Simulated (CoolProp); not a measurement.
The fluid at 293.15 K and 0.535 MPa expands adiabatically to 0.0663 MPa with isentropic efficiency 0.85. The same conditions are run with several fluids, on thermodynamics alone (safety and materials aside).

Computed with CoolProp (reference Helmholtz-energy equation of state of each fluid (fluorine: de Reuck 1990; R407C: Lemmon 2003; oxygen: Schmidt 1985)). Blends and air are pseudo-pure fits.

| fluid | work (kJ/kg) | final temperature (K) | final density (kg/m³) |
|---|---|---|---|
| fluorine | 86.4 | 183.9 | 1.65 |
| R407C | 41.0 | 229.1 | 3.09 |
| oxygen | 101 | 180.9 | 1.41 |
